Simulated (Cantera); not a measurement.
Charge: 1 mol Hg, 2.6 mol H₂, 2.9 mol N₂, held at 1350 °C and 3000 Torr.

These are equilibrium values from Cantera (NASA tables, ideal gas, pure condensed phases), not measurements of a reactor. Candidate condensed phases: Hg; 10 gas species. Rates play no part.

Problem. What is the equilibrium state?

Solution. 
| Quantity | Value |
|---|---|
| x(N₂) | 0.446 |
| x(H₂) | 0.400 |
| x(Hg) | 0.154 |
| x(NH₃) | 2.97e-5 |
| x(H) | 2.19e-5 |
| gas amount | 6.500 mol |
| log10 activity of Hg(l) (absent) | -3.09 |
